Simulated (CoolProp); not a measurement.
Properties of nitrogen along the isotherm 294.7 K.

Computed with CoolProp (reference Helmholtz-energy equation of state, Span 2000).

```json
[
 {"p (MPa)": "0.566", "phase": "gas", "cp (kJ/(kg K))": "1.049", "speed of sound (m/s)": "350.7", "expansivity (1/kK)": "3.443", "Prandtl number": "0.722"},
 {"p (MPa)": "1.13", "phase": "gas", "cp (kJ/(kg K))": "1.059", "speed of sound (m/s)": "351.6", "expansivity (1/kK)": "3.492", "Prandtl number": "0.725"},
 {"p (MPa)": "1.7", "phase": "gas", "cp (kJ/(kg K))": "1.068", "speed of sound (m/s)": "352.6", "expansivity (1/kK)": "3.540", "Prandtl number": "0.729"},
 {"p (MPa)": "2.26", "phase": "gas", "cp (kJ/(kg K))": "(withheld)", "speed of sound (m/s)": "353.7", "expansivity (1/kK)": "3.587", "Prandtl number": "0.732"},
 {"p (MPa)": "2.83", "phase": "gas", "cp (kJ/(kg K))": "1.088", "speed of sound (m/s)": "354.9", "expansivity (1/kK)": "3.632", "Prandtl number": "0.735"},
 {"p (MPa)": "3.4", "phase": "supercritical", "cp (kJ/(kg K))": "1.097", "speed of sound (m/s)": "356.1", "expansivity (1/kK)": "3.677", "Prandtl number": "0.738"},
 {"p (MPa)": "3.96", "phase": "supercritical", "cp (kJ/(kg K))": "1.107", "speed of sound (m/s)": "357.4", "expansivity (1/kK)": "3.719", "Prandtl number": "0.741"},
 {"p (MPa)": "4.53", "phase": "supercritical", "cp (kJ/(kg K))": "(withheld)", "speed of sound (m/s)": "358.8", "expansivity (1/kK)": "3.760", "Prandtl number": "0.744"},
 {"p (MPa)": "5.09", "phase": "supercritical", "cp (kJ/(kg K))": "1.126", "speed of sound (m/s)": "(withheld)", "expansivity (1/kK)": "3.799", "Prandtl number": "0.746"},
 {"p (MPa)": "5.66", "phase": "supercritical", "cp (kJ/(kg K))": "1.135", "speed of sound (m/s)": "361.8", "expansivity (1/kK)": "3.836", "Prandtl number": "0.749"},
 {"p (MPa)": "6.23", "phase": "supercritical", "cp (kJ/(kg K))": "1.144", "speed of sound (m/s)": "363.4", "expansivity (1/kK)": "3.872", "Prandtl number": "0.752"},
 {"p (MPa)": "6.79", "phase": "supercritical", "cp (kJ/(kg K))": "1.153", "speed of sound (m/s)": "365.1", "expansivity (1/kK)": "3.905", "Prandtl number": "0.754"},
 {"p (MPa)": "7.36", "phase": "supercritical", "cp (kJ/(kg K))": "1.162", "speed of sound (m/s)": "366.9", "expansivity (1/kK)": "3.937", "Prandtl number": "0.757"},
 {"p (MPa)": "7.92", "phase": "supercritical", "cp (kJ/(kg K))": "1.171", "speed of sound (m/s)": "368.7", "expansivity (1/kK)": "3.966", "Prandtl number": "0.760"},
 {"p (MPa)": "8.49", "phase": "supercritical", "cp (kJ/(kg K))": "1.180", "speed of sound (m/s)": "370.7", "expansivity (1/kK)": "3.994", "Prandtl number": "0.763"}
]
```

Q: What belongs in the gaps?

A: 
- 2.26, cp (kJ/(kg K)): 1.078
- 4.53, cp (kJ/(kg K)): 1.116
- 5.09, speed of sound (m/s): 360.3

Viscosity comes from a separate model (Lemmon 2004). Thermal conductivity comes from a separate model (Lemmon 2004).
